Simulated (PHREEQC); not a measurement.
A solution holds 0.0019 mol/kgw Na2SO4, 0.00037 mol/kgw K2SO4 and 0.19 mol/kgw MgCl2, at 54 °C. Closed to the air; pH follows from the charge balance.

Model: ion-association model, phreeqc.dat, run in PHREEQC.

- ionic strength = 0.570 mol/kgw
- activity of water = 0.990
- specific conductance = 51100 µS/cm
- density = 1.001 g/cm³

```
species  molality  activity   log γ
-------  --------  --------  ------
Cl-         0.380     0.238  -0.203
Mg+2        0.188    0.0508  -0.569
Na+       0.00380   0.00266  -0.154
MgSO4     0.00179   0.00204   0.057
K+       0.000739  0.000458  -0.208
SO4-2    0.000480   8.66e-5  -0.743
NaSO4-    2.03e-6   1.37e-6  -0.172
H+        1.96e-6   1.48e-6  -0.125
MgOH+     1.92e-6   1.35e-6  -0.154
KSO4-     6.58e-7   4.42e-7  -0.172
OH-       7.64e-8   4.64e-8  -0.216
HSO4-     3.44e-8   2.50e-8  -0.140
```

No solid was allowed to form. Species that the database lacks are ignored. Away from 25 °C the constants follow the database's enthalpies or fits; those with neither stay at their 25 °C values.
